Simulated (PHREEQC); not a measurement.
## Spent oxide etchant: an equilibrium model

Solution (25 °C): 0.036 mol HF, 0.023 mol H2SiF6 and 0.032 mol HNO3 per kg of water. Closed to the air; pH follows from the charge balance.

Computed with PHREEQC (ion-association model, wateq4f.dat).

Each row changes one thing in this solution. Precipitation was switched off in this run.

```tsv
case	pH	ionic strength (mol/kgw)	HF (mol/kgw)	H2F2 (mol/kgw)	F- (mol/kgw)	HF2- (mol/kgw)
as made	1.19	0.102	0.0305	0.00248	0.000423	5.07e-5
H2SiF6 left out	1.54	0.0329	0.0302	0.00239	0.000843	9.84e-5
HF left out	1.21	0.0972	0.00735	0.000144	0.000105	3.04e-6
HNO3 from 0.032 to 0.32 mol/kgw	0.55	0.389	0.0305	0.00266	0.000121	1.55e-5
H2SiF6 from 0.023 to 0.0023 mol/kgw	1.49	0.0398	0.0302	0.00241	0.000762	8.92e-5
```

Some of these states are supersaturated (in Quartz (slow to form), Chalcedony (slow to form), for instance). SiF6-2 is the database's only silicon fluoride.
